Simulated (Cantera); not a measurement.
A freely propagating, adiabatic, planar premixed flame of H2 : O2 : N2 = 1 : 0.909 : 3.42 (molar parts), unburnt at 698 K and 760 Torr; mixture-averaged transport, grid criteria slope 0.08 and curve 0.16, no radiation.

Computed with Cantera and the H2/O2 subset of GRI-Mech 3.0, which has no nitrogen chemistry. Burning velocities carry a grid error of a few per cent, more on coarse grids. Lean hydrogen flames are cellular in practice and burn faster than this planar one.

Problem. How do the results move with these cheaper or finer settings: unity-Lewis-number transport; multicomponent transport; multicomponent+Soret transport; grid criteria slope 0.5, curve 1; grid criteria slope 0.25, curve 0.5; grid criteria slope 0.03, curve 0.06?

Solution. 
```
setting                               laminar burning velocity  thermal thickness  peak x(H)  peak x(H2O2)  grid points
------------------------------------  ------------------------  -----------------  ---------  ------------  -----------
as above                                              586 cm/s           0.453 mm     0.0225       1.08e-5          127
unity-Lewis-number transport                          444 cm/s           0.314 mm     0.0292       7.13e-6          121
multicomponent transport                              578 cm/s           0.449 mm     0.0223       1.09e-5          128
multicomponent+Soret transport                        547 cm/s           0.447 mm     0.0215       1.13e-5          127
grid criteria slope 0.5, curve 1                      827 cm/s           0.616 mm     0.0258       7.81e-6           40
grid criteria slope 0.25, curve 0.5                   693 cm/s           0.523 mm     0.0240       9.35e-6           57
grid criteria slope 0.03, curve 0.06                  567 cm/s           0.442 mm     0.0221       1.10e-5          273
```
Unity Lewis numbers drop preferential diffusion, which matters most where H2 and H carry the flame; Soret adds thermal diffusion.
